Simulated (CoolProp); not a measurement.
2000 sccm (0 °C, 1 atm) of nitrogen bubbles through liquid octamethyltrisiloxane (MDM) at 352.5 K and leaves saturated at a total pressure of 0.15 MPa (ideal gas phase). Each further row changes one setting.

Model: reference Helmholtz-energy equation of state, Thol 2017, in CoolProp.

| case | vapour pressure (kPa) | mole fraction of vapour | delivery (mg/min) | delivery (sccm) | change of delivery for a bath 1 K warmer (%) |
|---|---|---|---|---|---|
| as stated | 8.83 | 0.0589 | 1320 | ___ | ___ |
| bath temperature 357.5 K | ___ | ___ | 1650 | ___ | 4.5 |
| total pressure 0.3 MPa | 8.83 | ___ | ___ | 60.7 | 4.5 |

Q: What belongs in the gaps?

A: 
- as stated, delivery (sccm): 125
- as stated, change of delivery for a bath 1 K warmer (%): 4.6
- bath temperature 357.5 K, vapour pressure (kPa): 10.9
- bath temperature 357.5 K, mole fraction of vapour: 0.0726
- bath temperature 357.5 K, delivery (sccm): 156
- total pressure 0.3 MPa, mole fraction of vapour: 0.0294
- total pressure 0.3 MPa, delivery (mg/min): 640
